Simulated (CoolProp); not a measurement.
Ethylene along the isotherm 315.9 K: fugacity coefficient from the reference equation and from simpler models built on Tc = 282.4 K, pc = 50.42 bar, ω = 0.087; each cubic takes its own stable root.

Model: reference Helmholtz-energy equation of state, Smukala 2000, in CoolProp.

| p (bar) | phase | reference |
|---|---|---|
| 8.4 | gas | 0.9607 |
| 16.8 | gas | 0.9222 |
| 25.2 | gas | 0.8842 |
| 33.6 | gas | 0.8468 |
| 42 | gas | 0.8099 |
| 50.4 | gas | 0.7734 |
| 58.8 | supercritical | 0.7373 |
| 67.2 | supercritical | 0.7017 |
| 75.6 | supercritical | 0.6666 |
| 84 | supercritical | 0.6325 |
| 92.4 | supercritical | 0.6004 |
| 101 | supercritical | 0.5707 |
| 109 | supercritical | 0.5461 |
| 118 | supercritical | 0.5217 |
| 126 | supercritical | 0.5027 |

**Question.** How far does each simpler model (Redlich-Kwong, Soave-Redlich-Kwong, Peng-Robinson) lie from the reference over these 15 states: mean and median of the absolute difference, and the worst?

**Answer.** 
- Redlich-Kwong: mean 0.5 %, median 0.5 %, worst -0.8 % at 315.9 K and 75.6 bar
- Soave-Redlich-Kwong: mean 0.8 %, median 0.3 %, worst +2.8 % at 315.9 K and 126 bar
- Peng-Robinson: mean 2.9 %, median 3.4 %, worst -3.9 % at 315.9 K and 84 bar
